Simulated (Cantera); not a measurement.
A closed system holds: 1 mol Si(CH3)4, 0.87 mol HCl, 850 mol H2, at 0.00110 bar.

These are equilibrium values from Cantera (NASA tables, ideal gas, pure condensed phases), not measurements of a reactor. Candidate condensed phases: C, C6H6, C7H8, C8H18, Si, SiC; 109 gas species. The numbers say what is thermodynamically allowed, not how fast it happens.

Q: What share of the Si ends up in condensed phases as a function of T (°C), at 1325, 1375, 1425, 1475, 1525, 1575, 1625, 1675, 1725, 1775, 1825, 1875, 1925, 1975?

A: 
```json
[
 {"T (°C)": "1325", "Si condensed (%)": "99.9", "as": "SiC(s)"},
 {"T (°C)": "1375", "Si condensed (%)": "99.7", "as": "SiC(s)"},
 {"T (°C)": "1425", "Si condensed (%)": "99.2", "as": "SiC(s)"},
 {"T (°C)": "1475", "Si condensed (%)": "97.7", "as": "SiC(s)"},
 {"T (°C)": "1525", "Si condensed (%)": "93.7", "as": "SiC(s)"},
 {"T (°C)": "1575", "Si condensed (%)": "84.0", "as": "SiC(s)"},
 {"T (°C)": "1625", "Si condensed (%)": "60.9", "as": "SiC(s)"},
 {"T (°C)": "1675", "Si condensed (%)": "8.2", "as": "SiC(s)"},
 {"T (°C)": "1725", "Si condensed (%)": "0.0", "as": "-"},
 {"T (°C)": "1775", "Si condensed (%)": "0.0", "as": "-"},
 {"T (°C)": "1825", "Si condensed (%)": "0.0", "as": "-"},
 {"T (°C)": "1875", "Si condensed (%)": "0.0", "as": "-"},
 {"T (°C)": "1925", "Si condensed (%)": "0.0", "as": "-"},
 {"T (°C)": "1975", "Si condensed (%)": "0.0", "as": "-"}
]
```
